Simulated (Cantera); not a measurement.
Input: 1 mol PH3, 0.048 mol O2, at 702 °C and 0.000230 bar.

Method: chemical equilibrium by Gibbs-energy minimisation in Cantera with the NASA 1993 tables (ideal gas, pure condensed phases). Candidate condensed phases: H2O, P, P4O10; 17 gas species. The numbers say what is thermodynamically allowed, not how fast it happens.

Base state: H2 0.750, P2 0.132, P4 0.0676, H2O 0.0509, PO 7.02e-5, PO2 6.03e-5, P4O10 1.52e-5 (mole fractions); condensed: gas only.

**Question.** What changes in the equilibrium state with this change: O2 from 0.048 to 0.93 mol?

**Answer.** 
| species | before | after |
|---|---|---|
| H2 | 0.750 | 0.699 |
| H2O | 0.0509 | 0.130 |
| P4O10 | 1.52e-5 | 0.0897 |
| P2 | 0.132 | 0.0644 |
| P4 | 0.0676 | 0.0162 |
| PO2 | 6.03e-5 | 0.000319 |
| PO | 7.02e-5 | 0.000135 |
Gases not in the tables: HPO2, HPO3 and P4O6.

**Question.** What changes in the equilibrium state with this change: pressure from 0.000230 bar to 0.0540 bar?

**Answer.** 
```json
[
 {"species": "H2", "before": "0.750", "after": "0.798"},
 {"species": "P4", "before": "0.0676", "after": "0.136"},
 {"species": "H2O", "before": "0.0509", "after": "0.0542"},
 {"species": "P2", "before": "0.132", "after": "0.0122"},
 {"species": "PH3", "before": "8.64e-7", "after": "6.77e-5"},
 {"species": "PO", "before": "7.02e-5", "after": "1.40e-6"},
 {"species": "PO2", "before": "6.03e-5", "after": "1.20e-6"},
 {"species": "P4O10", "before": "1.52e-5", "after": "3.10e-5"}
]
```
Gases not in the tables: HPO2, HPO3 and P4O6.
